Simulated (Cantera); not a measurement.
Feed: 1 mol CS₂, 0.023 mol O₂, at 1575 °C and 62.0 mbar.

Cantera equilibrium calculation (NASA polynomials, part measured and part estimated; ideal gas, pure solids and liquids). Candidate condensed phases: C, S; 22 gas species. Kinetics and transport are ignored.

Question: What is the equilibrium state?

Answer: 
| Quantity | Value |
|---|---|
| x(CS₂) | 0.729 |
| x(S₂) | 0.164 |
| x(CS) | 0.0625 |
| x(CO) | 0.0424 |
| x(S) | 0.00176 |
| x(COS) | 0.000140 |
| n(C(graphite)) | 0.0986 mol |
| gas amount | 1.081 mol |
| log10 activity of S(l) (absent) | -2.49 |
